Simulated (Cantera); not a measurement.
Mixture: CH₄ : O₂ : N₂ : H₂O = 1 : 2.82 : 11.5 : 4.6 (molar parts), equivalence ratio 0.71, at 490000 Pa, adiabatic and at constant pressure. Ignition delay is the time to a rise of 400 K.

Model: GRI-Mech 3.0 (53 species, 325 reactions), integrated in Cantera.

Q: What does this change do: pressure from 490000 Pa to 310000 Pa?

A: 
| quantity | before | after |
|---|---|---|
| delay at 1048 K | 88.5 ms | 0.147 s |
| delay at 1148 K | 21.7 ms | 36.7 ms |
| delay at 1248 K | 6.66 ms | 11.0 ms |
| delay at 1348 K | 2.29 ms | 3.63 ms |
| delay at 1448 K | 0.823 ms | 1.24 ms |
| apparent activation energy between 1398 and 1498 K | 180 kJ/mol | 180 kJ/mol |

Q: What does this change do: pressure from 490000 Pa to 2500000 Pa?

A: 
```
quantity                                                before       after
--------------------------------------------------  ----------  ----------
delay at 1048 K                                        88.5 ms     17.2 ms
delay at 1148 K                                        21.7 ms     3.89 ms
delay at 1248 K                                        6.66 ms     1.15 ms
delay at 1348 K                                        2.29 ms    0.403 ms
delay at 1448 K                                       0.823 ms    0.159 ms
apparent activation energy between 1398 and 1498 K  180 kJ/mol  160 kJ/mol
```
The pressure lies above the range GRI-Mech 3.0 was tuned for (to about 10 atm).
